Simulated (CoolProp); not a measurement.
Vapour-liquid equilibrium of R114 (1) + R113 (2) at 298.5 K; x and y are mole fractions of (1).

Model: multi-fluid Helmholtz-energy mixture model, Platzer 1990 and Marx 1992; pair parameters Bell 2016, in CoolProp. This equation is an older, rougher fit; its heat capacities, sound speeds and derivatives of the liquid may be far off and weren't checked against measurements.

Q: Give the bubble pressure and the first vapour's composition at x = 0.35, 0.425, 0.95. Is there an azeotrope?

A: x = 0.35: 1.052 bar, y = 0.711; x = 0.425: 1.181 bar, y = 0.770; x = 0.95: 2.080 bar, y = 0.987. No azeotrope shows between x = 0.05 and 0.95.

Pair parameters are fitted to limited data, so mixtures are less certain than the pure fluids.
